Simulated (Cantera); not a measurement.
Input: 1 mol B, 0.13 mol O2, equilibrated at 1975 °C and 19.0 Pa.

Cantera equilibrium calculation (NASA polynomials, part measured and part estimated; ideal gas, pure solids and liquids). Candidate condensed phases: B, B2O3; 10 gas species. The numbers say what is thermodynamically allowed, not how fast it happens.

Base state: BO 0.908, B2O2 0.0416, B 0.0274, B2O 0.0232, B2O3 5.39e-5 (mole fractions); condensed: B(s).

Problem. What changes in the equilibrium state with this change: O2 from 0.13 to 2.9 mol?

Solution. 
| species | before | after |
|---|---|---|
| O2 | <1e-9 | 0.551 |
| O | 7.16e-8 | 0.196 |
| BO2 | 2.86e-6 | 0.167 |
| BO | 0.908 | 0.0193 |
| B | 0.0274 | <1e-9 |
| B2O | 0.0232 | <1e-9 |
| B2O2 | 0.0416 | 1.88e-5 |
| B2O3 | 5.39e-5 | 0.0666 |
| B(s), mol | 0.727 | 0 |

Problem. What changes in the equilibrium state with this change: O2 from 0.13 to 3.3 mol?

Solution. 
```tsv
species	before	after
O2	<1e-9	0.576
O	7.16e-8	0.201
BO2	2.86e-6	0.152
BO	0.908	0.0172
B	0.0274	<1e-9
B2O	0.0232	<1e-9
B2O2	0.0416	1.50e-5
B2O3	5.39e-5	0.0544
B(s), mol	0.727	0
```

Problem. What changes in the equilibrium state with this change: temperature from 1975 °C to 1725 °C?

Solution. 
```json
[
 {"species": "BO", "before": "0.908", "after": "0.620"},
 {"species": "B2O2", "before": "0.0416", "after": "0.367"},
 {"species": "B2O", "before": "0.0232", "after": "0.00907"},
 {"species": "B", "before": "0.0274", "after": "0.000679"},
 {"species": "B2O3", "before": "5.39e-5", "after": "0.00372"},
 {"species": "B(s), mol", "before": "0.727", "after": "0.739"}
]
```
